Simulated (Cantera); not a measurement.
Input (Python, Cantera) and output of one run.

```python
import numpy as np
import cantera as ct

gas_names = [...]  # 136 gases of nasa_gas.yaml made of C, H, N, O
cond_names = """
    C(gr) C6H6(L) C7H8(L) C8H18(L),n-octa H2O(s) H2O(L)
""".split()


# ... load() reads the species with a 1 bar reference pressure and builds the phases ...
atoms = {
    'C3H8': {'C': 3, 'H': 8},
    'CO2': {'C': 1, 'O': 2},
    'N2': {'N': 2},
}
top_T = {'C(gr)': 4500}  # K; cautious upper limits of use, not melting points


# ... equilibrate(T, P, feed) seeds the gas with the atoms and calls Mixture.equilibrate('TP', solver="vcs", rtol=1e-11, max_steps=5000) ...
results = []
feed = {'C3H8': 1, 'CO2': 0.034, 'N2': 1.7}  # mol
P = 13332.2  # Pa
for T in [898, 923, 948, 973, 998, 1023, 1048]:
    mix = equilibrate(T, P, feed)
    results.append((T, P, feed, dict(zip(mix.species_names, mix.species_moles))))
    x = sorted(zip(gas.X, gas.species_names), reverse=True)
    print(f"T = {T:g} K  P = {P:g} Pa  gas = {mix.phase_moles(0):.4g} mol")
    print("   x: " + "  ".join(f"{s} {v:.3e}" for v, s in x if v > 1e-06))
    print("   condensed (mol): " + ("  ".join(f"{mix.phase(i).name} {mix.phase_moles(i):.4g}"
          for i in range(1, mix.n_phases) if mix.phase_moles(i) > 1e-12) or "none"))
```

It prints:

```
T = 898 K  P = 13332.2 Pa  gas = 5.647 mol
   x: H2 6.679e-01  N2 3.010e-01  CH4 1.905e-02  CO 9.708e-03  H2O 2.185e-03  CO2 7.384e-05  NH3 4.915e-05
   condensed (mol): C(gr) 2.871
T = 923 K  P = 13332.2 Pa  gas = 5.679 mol
   x: H2 6.746e-01  N2 2.993e-01  CH4 1.411e-02  CO 1.043e-02  H2O 1.449e-03  CO2 4.578e-05  NH3 4.082e-05
   condensed (mol): C(gr) 2.894
T = 948 K  P = 13332.2 Pa  gas = 5.702 mol
   x: H2 6.794e-01  N2 2.981e-01  CO 1.091e-02  CH4 1.056e-02  H2O 9.573e-04  NH3 3.411e-05  CO2 2.781e-05
   condensed (mol): C(gr) 2.911
T = 973 K  P = 13332.2 Pa  gas = 5.718 mol
   x: H2 6.828e-01  N2 2.973e-01  CO 1.122e-02  CH4 7.989e-03  H2O 6.354e-04  NH3 2.870e-05  CO2 1.684e-05  HCN 1.499e-06
   condensed (mol): C(gr) 2.924
T = 998 K  P = 13332.2 Pa  gas = 5.73 mol
   x: H2 6.854e-01  N2 2.967e-01  CO 1.142e-02  CH4 6.109e-03  H2O 4.261e-04  NH3 2.431e-05  CO2 1.028e-05  HCN 2.266e-06
   condensed (mol): C(gr) 2.933
T = 1023 K  P = 13332.2 Pa  gas = 5.739 mol
   x: H2 6.872e-01  N2 2.962e-01  CO 1.155e-02  CH4 4.723e-03  H2O 2.895e-04  NH3 2.073e-05  CO2 6.358e-06  HCN 3.356e-06
   condensed (mol): C(gr) 2.941
T = 1048 K  P = 13332.2 Pa  gas = 5.746 mol
   x: H2 6.886e-01  N2 2.959e-01  CO 1.163e-02  CH4 3.691e-03  H2O 1.996e-04  NH3 1.779e-05  HCN 4.876e-06  CO2 4.000e-06
   condensed (mol): C(gr) 2.946
```

These are equilibrium values from Cantera (NASA tables, ideal gas, pure condensed phases), not measurements of a reactor.
